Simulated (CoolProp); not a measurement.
n-perfluorohexane along the isotherm 176.85 °C: Z from the reference equation and from simpler models built on Tc = 174.9 °C, pc = 1742 kPa, ω = 0.497; each cubic takes its own stable root.

Computed with CoolProp (reference Helmholtz-energy equation of state, Gao 2022).

| p (kPa) | phase | reference |
|---|---|---|
| 27.5 | gas | 0.9945 |
| 49 | gas | 0.9902 |
| 87.1 | gas | 0.9825 |
| 155 | gas | 0.9686 |
| 275 | gas | 0.9433 |
| 490 | gas | 0.8953 |
| 871 | gas | 0.7991 |
| 1550 | gas | 0.5508 |
| 2750 | supercritical | 0.2381 |
| 4900 | supercritical | 0.3788 |
| 8710 | supercritical | 0.6222 |

Q: How far does each simpler model (Redlich-Kwong, Soave-Redlich-Kwong) lie from the reference over these 11 states: mean and median of the absolute difference, and the worst?

A: 
- Redlich-Kwong: mean 6.0 %, median 0.4 %, worst +26.2 % at 176.85 °C and 2750 kPa
- Soave-Redlich-Kwong: mean 6.2 %, median 0.5 %, worst +27.0 % at 176.85 °C and 2750 kPa
